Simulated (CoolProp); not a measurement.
Values from CoolProp's reference Helmholtz-energy equation of state, Akasaka 2020.

Task: Give the vapour pressure (kPa), liquid density (kg/m³), vapour density (kg/m³) of saturated R1123 at 233.7 K.

Result: 
```
T (K)  p (kPa)  liquid density (kg/m³)  vapour density (kg/m³)
-----  -------  ----------------------  ----------------------
233.7      277                    1270                    12.6
```
